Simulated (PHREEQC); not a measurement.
Make-up at 31 °C: 0.19 mol/kgw AlCl3. Closed to the air; pH follows from the charge balance.

Model: ion-association model, wateq4f.dat, run in PHREEQC.

| Property | Result |
|---|---|
| pH | 3.06 |
| ionic strength | 1.14 mol/kgw |
| activity of water | 0.987 |

| species | molality | activity | log γ |
|---|---|---|---|
| Cl- | 0.570 | 0.336 | -0.229 |
| Al+3 | 0.189 | 0.0122 | -1.189 |
| H+ | 0.00118 | 0.000867 | -0.132 |
| AlOH+2 | 0.00117 | 0.000203 | -0.759 |
| Al(OH)2+ | 4.65e-6 | 3.00e-6 | -0.190 |

No solid was allowed to form. The ionic strength is past about 0.7 mol/kgw, beyond the range of this activity model, so the values are rough.
